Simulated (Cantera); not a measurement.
A perfectly stirred reactor is fed with 2.74 % C₃H₈, 20.4 % O₂, 76.9 % N₂, at 5.00 bar; it is adiabatic with a 575 K inlet, and is followed from long to short residence time, starting on the burning branch (τ in s: 0.24, 0.11, 0.05, 0.023, 0.01, 0.0047, 0.0021, 0.00098, 0.00045, 0.0002, 9.3e-05).

Detailed kinetics in Cantera: GRI-Mech 3.0 (53 species, 325 reactions). GRI-Mech 3.0 was tuned for natural gas; its chemistry of propane as a main component is partial and can be far from experiment.

x: mole fraction; the columns are a selection and need not sum to one.

```json
[
 {"τ (s)": "0.24", "T (K)": "2039", "x C₃H₈": "5.18e-8", "x O₂": "0.0648", "x CO": "0.000289", "x CH₃": "1.16e-7", "x NO₂": "?", "x CO₂": "0.0795"},
 {"τ (s)": "0.11", "T (K)": "2039", "x C₃H₈": "1.11e-7", "x O₂": "0.0650", "x CO": "0.000328", "x CH₃": "2.45e-7", "x NO₂": "?", "x CO₂": "0.0795"},
 {"τ (s)": "0.050", "T (K)": "2039", "x C₃H₈": "2.35e-7", "x O₂": "0.0651", "x CO": "0.000405", "x CH₃": "5.03e-7", "x NO₂": "?", "x CO₂": "0.0794"},
 {"τ (s)": "0.023", "T (K)": "2037", "x C₃H₈": "4.82e-7", "x O₂": "0.0652", "x CO": "0.000551", "x CH₃": "9.75e-7", "x NO₂": "?", "x CO₂": "0.0792"},
 {"τ (s)": "0.010", "T (K)": "2033", "x C₃H₈": "1.00e-6", "x O₂": "0.0654", "x CO": "0.000845", "x CH₃": "1.86e-6", "x NO₂": "?", "x CO₂": "0.0789"},
 {"τ (s)": "0.0047", "T (K)": "2027", "x C₃H₈": "1.87e-6", "x O₂": "0.0655", "x CO": "0.00131", "x CH₃": "3.15e-6", "x NO₂": "?", "x CO₂": "0.0784"},
 {"τ (s)": "0.0021", "T (K)": "2016", "x C₃H₈": "3.51e-6", "x O₂": "0.0658", "x CO": "0.00213", "x CH₃": "5.32e-6", "x NO₂": "?", "x CO₂": "0.0775"},
 {"τ (s)": "0.00098", "T (K)": "2001", "x C₃H₈": "6.22e-6", "x O₂": "0.0663", "x CO": "0.00339", "x CH₃": "8.60e-6", "x NO₂": "?", "x CO₂": "0.0761"},
 {"τ (s)": "0.00045", "T (K)": "1978", "x C₃H₈": "1.11e-5", "x O₂": "0.0672", "x CO": "0.00542", "x CH₃": "1.41e-5", "x NO₂": "?", "x CO₂": "0.0738"},
 {"τ (s)": "0.00020", "T (K)": "1941", "x C₃H₈": "2.05e-5", "x O₂": "0.0689", "x CO": "0.00875", "x CH₃": "2.44e-5", "x NO₂": "?", "x CO₂": "0.0702"},
 {"τ (s)": "9.3e-5", "T (K)": "1889", "x C₃H₈": "3.92e-5", "x O₂": "0.0717", "x CO": "0.0138", "x CH₃": "4.40e-5", "x NO₂": "?", "x CO₂": "0.0645"}
]
```

**Question.** Complete the blanks.

**Answer.** 
- 0.24, x NO₂: 1.83e-6
- 0.11, x NO₂: 1.07e-6
- 0.050, x NO₂: 6.32e-7
- 0.023, x NO₂: 4.12e-7
- 0.010, x NO₂: 2.97e-7
- 0.0047, x NO₂: 2.41e-7
- 0.0021, x NO₂: 1.95e-7
- 0.00098, x NO₂: 1.52e-7
- 0.00045, x NO₂: 1.10e-7
- 0.00020, x NO₂: 7.40e-8
- 9.3e-5, x NO₂: 4.84e-8
